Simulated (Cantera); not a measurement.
# Premixed flame

A freely propagating, adiabatic, planar premixed flame of 22.9 % H₂, 12.2 % O₂, 52.4 % N₂, 12.6 % H₂O, unburnt at 450 K and 0.790 bar; mixture-averaged transport, grid criteria slope 0.08 and curve 0.16, no radiation.

Model: the H2/O2 subset of GRI-Mech 3.0, which has no nitrogen chemistry, integrated in Cantera. Burning velocities carry a grid error of a few per cent, more on coarse grids.

| z (mm) | T (K) | u (m/s) | x H₂ | x O₂ | x H₂O | x H | x O | x H₂O₂ |
|---|---|---|---|---|---|---|---|---|
| -1.57 | 450 | 2.44 | 0.229 | 0.122 | 0.126 | <1e-8 | <1e-8 | <1e-8 |
| -1.05 | 450 | 2.44 | 0.229 | 0.122 | 0.126 | <1e-8 | <1e-8 | <1e-8 |
| -0.784 | 450 | 2.44 | 0.228 | 0.122 | 0.126 | <1e-8 | <1e-8 | <1e-8 |
| -0.523 | 450 | 2.44 | 0.227 | 0.122 | 0.126 | <1e-8 | 1.45e-8 | 6.10e-8 |
| -0.261 | 475 | 2.53 | 0.212 | 0.124 | 0.130 | 3.79e-6 | 1.67e-6 | 1.24e-5 |
| -0.131 | 686 | 3.54 | 0.176 | 0.119 | 0.154 | 0.000991 | 9.26e-5 | 5.43e-5 |
| 0 | 1074 | 5.42 | 0.117 | 0.0935 | 0.217 | 0.00946 | 0.00142 | 1.44e-5 |
| 0.131 | 1356 | 6.77 | 0.0621 | 0.0563 | 0.286 | 0.0199 | 0.00412 | 4.80e-6 |
| 0.261 | 1510 | 7.50 | 0.0380 | 0.0359 | 0.321 | 0.0216 | 0.00507 | 3.22e-6 |
| 0.523 | 1658 | 8.19 | 0.0282 | 0.0260 | 0.341 | 0.0161 | 0.00447 | 1.67e-6 |
| 1.05 | 1788 | 8.76 | 0.0231 | 0.0214 | 0.354 | 0.00949 | 0.00306 | 8.31e-7 |
| 2.09 | 1891 | 9.20 | 0.0172 | 0.0176 | 0.366 | 0.00489 | 0.00183 | 4.68e-7 |
| 4.18 | 1966 | 9.52 | 0.0116 | 0.0147 | 0.377 | 0.00225 | 0.001000 | 2.91e-7 |
x: mole fraction of selected species; z is measured from the peak of heat release.

```
Property                     Value
------------------------  --------
laminar burning velocity  244 cm/s
thermal thickness         0.523 mm
peak x(H)                   0.0218
peak x(O)                  0.00509
peak x(H₂O₂)               5.46e-5
grid points                    109
```
